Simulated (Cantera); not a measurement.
Input (Python, Cantera) and output of one run.

```python
import numpy as np
import cantera as ct

gas_names = """
    CL CL2 H HCL H2 Si SiCL SiCL2 SiCL3 SiCL4 SiH SiHCL3 SiH2 SiH2CL2 SiH3 SiH3CL SiH4 Si2 Si3
""".split()
cond_names = """
    Si(cr) Si(L)
""".split()


# ... load() reads the species with a 1 bar reference pressure and builds the phases ...
atoms = {
    'SiH4': {'Si': 1, 'H': 4},
    'HCl': {'H': 1, 'CL': 1},
    'H2': {'H': 2},
}
top_T = {}  # K; cautious upper limits of use, not melting points


# ... equilibrate(T, P, feed) seeds the gas with the atoms and calls Mixture.equilibrate('TP', solver="vcs", rtol=1e-11, max_steps=5000) ...
results = []
feed = {'SiH4': 1, 'HCl': 0.49, 'H2': 140}  # mol
P = 1333.22  # Pa
for T in [1025, 1100, 1175, 1250, 1325, 1400, 1475, 1550, 1625, 1700]:
    mix = equilibrate(T, P, feed)
    results.append((T, P, feed, dict(zip(mix.species_names, mix.species_moles))))
    x = sorted(zip(gas.X, gas.species_names), reverse=True)
    print(f"T = {T:g} K  P = {P:g} Pa  gas = {mix.phase_moles(0):.4g} mol")
    print("   x: " + "  ".join(f"{s} {v:.3e}" for v, s in x if v > 0.0001))
    print("   condensed (mol): " + ("  ".join(f"{mix.phase(i).name} {mix.phase_moles(i):.4g}"
          for i in range(1, mix.n_phases) if mix.phase_moles(i) > 1e-12) or "none"))
```

Result:

```
T = 1025 K  P = 1333.22 Pa  gas = 142.5 mol
   x: H2 9.966e-01  HCL 3.348e-03
   condensed (mol): Si(cr) 0.9948
T = 1100 K  P = 1333.22 Pa  gas = 142.5 mol
   x: H2 9.966e-01  HCL 3.381e-03
   condensed (mol): Si(cr) 0.9961
T = 1175 K  P = 1333.22 Pa  gas = 142.5 mol
   x: H2 9.966e-01  HCL 3.383e-03
   condensed (mol): Si(cr) 0.9961
T = 1250 K  P = 1333.22 Pa  gas = 142.5 mol
   x: H2 9.966e-01  HCL 3.380e-03
   condensed (mol): Si(cr) 0.9958
T = 1325 K  P = 1333.22 Pa  gas = 142.5 mol
   x: H2 9.966e-01  HCL 3.376e-03
   condensed (mol): Si(cr) 0.9955
T = 1400 K  P = 1333.22 Pa  gas = 142.5 mol
   x: H2 9.966e-01  HCL 3.371e-03
   condensed (mol): Si(cr) 0.9951
T = 1475 K  P = 1333.22 Pa  gas = 142.5 mol
   x: H2 9.965e-01  HCL 3.366e-03  H 1.121e-04
   condensed (mol): Si(cr) 0.9946
T = 1550 K  P = 1333.22 Pa  gas = 142.5 mol
   x: H2 9.963e-01  HCL 3.361e-03  H 2.723e-04
   condensed (mol): Si(cr) 0.9937
T = 1625 K  P = 1333.22 Pa  gas = 142.5 mol
   x: H2 9.960e-01  HCL 3.356e-03  H 6.098e-04
   condensed (mol): Si(cr) 0.9911
T = 1700 K  P = 1333.22 Pa  gas = 142.6 mol
   x: H2 9.953e-01  HCL 3.349e-03  H 1.273e-03
   condensed (mol): Si(L) 0.9831
```

Method: chemical equilibrium by Gibbs-energy minimisation in Cantera with the NASA 1993 tables (ideal gas, pure condensed phases). Gases not in the tables: Si2H6 and higher silanes.
